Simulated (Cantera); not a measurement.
Input: 1 mol SiC, 0.11 mol O₂, 1.4 mol N₂, equilibrated at 975 K and 370000 Pa.

These are equilibrium values from Cantera (NASA tables, ideal gas, pure condensed phases), not measurements of a reactor. Candidate condensed phases: C, Si, SiC, SiO₂, Si₂N₂O, Si₃N₄; 34 gas species. N₂ is the only nitrogen source here; it is nearly inert below about 1500 K, so the nitride shown seldom forms there in practice. The numbers say what is thermodynamically allowed, not how fast it happens.

Base state: N₂ 1.00 (mole fractions); condensed: C(graphite) + Si₂N₂O(s) + Si₃N₄(s).

Problem. What changes in the equilibrium state with this change: SiC replaced by Si?

Solution. 
```csv
species,before,after
N₂,1.00,1.00
"C(graphite), mol",1.00,0
"Si₂N₂O(s), mol",0.220,0.220
"Si₃N₄(s), mol",0.187,0.187
```
